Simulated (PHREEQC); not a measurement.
## Metal-bearing waste water: speciation

Dissolve 75 mmol/kgw FeSO4, 0.18 mmol/kgw CaCl2 and 0.064 mmol/kgw NaF at 25 °C and 100 atm. It is in equilibrium with CO2 at log p = -3.4 (atm). Otherwise closed; pH follows from the charge balance.

Equilibrium calculation in PHREEQC: ion-association model, phreeqc.dat.

Each row changes one thing in this solution. This is a speciation only: nothing precipitates in the calculation.

```csv
case,pH,ionic strength (mol/kgw),Fe+2 (mol/kgw),SO4-2 (mol/kgw),FeSO4 (mol/kgw),Na+ (mol/kgw),SI of Siderite (FeCO3)
as made,5.54,0.175,0.0437,0.0437,0.0312,6.00e-5,-1.45
CaCl2 left out,5.54,0.175,0.0437,0.0437,0.0313,6.00e-5,-1.45
diluted 5-fold with water,5.57,0.0426,0.0106,0.0106,0.00438,1.25e-5,-1.85
NaF replaced by NaAlO2 at the same molality,6.38,0.175,0.0437,0.0437,0.0312,6.00e-5,+0.21
temperature from 25 to 60 °C,5.45,0.139,0.0348,0.0347,0.0402,6.00e-5,-1.61
CaCl2 from 0.00018 to 0.000198 mol/kgw,5.54,0.175,0.0437,0.0437,0.0312,6.00e-5,-1.45
temperature from 25 to 30 °C,5.55,0.169,0.0421,0.0421,0.0328,6.00e-5,-1.42
CaCl2 from 0.00018 to 1.8e-05 mol/kgw,5.54,0.175,0.0437,0.0437,0.0313,6.00e-5,-1.45
```

Complexes and solids missing from the database can't appear. Some of these states are supersaturated (in Siderite, Gibbsite (slow to form), for instance). Under pressure, the constants of complexes without a molar volume in the database are unreliable. Constants without temperature data keep their 25 °C values here. Fluoro complexes past AlF4- and FeF3 are missing from the database.
